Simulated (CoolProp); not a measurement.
Vapour-liquid equilibrium of R143a (1) + R134a (2) at 193.3 K; x and y are mole fractions of (1).

Model: multi-fluid Helmholtz-energy mixture model, Lemmon and Jacobsen 2000 and Tillner-Roth 1994; pair parameters Lemmon 2004, in CoolProp.

```
x      bubble pressure (bar)  y at the bubble point  dew pressure at overall composition x (bar)  liquid density (mol/L)
-----  ---------------------  ---------------------  -------------------------------------------  ----------------------
0.05                 0.04300                  0.178                                      0.03864                   14.98
0.125                0.05190                  0.373                                      0.04108                   14.98
0.2                  0.06092                  0.511                                      0.04384                   14.98
0.275                0.07004                  0.615                                      0.04701                   14.98
0.35                 0.07922                  0.695                                      0.05068                   14.98
0.425                0.08843                  0.758                                      0.05497                   14.97
0.5                  0.09765                  0.809                                      0.06007                   14.96
0.575                 0.1069                  0.852                                      0.06622                   14.96
0.65                  0.1160                  0.888                                      0.07380                   14.95
0.725                 0.1252                  0.918                                      0.08336                   14.94
0.8                   0.1344                  0.944                                      0.09580                   14.93
0.875                 0.1435                  0.967                                       0.1126                   14.92
0.95                  0.1527                  0.988                                       0.1366                   14.90
```

No azeotrope shows between x = 0.05 and 0.95.

The pair parameters rest on a limited set of measurements; away from them the model extrapolates.
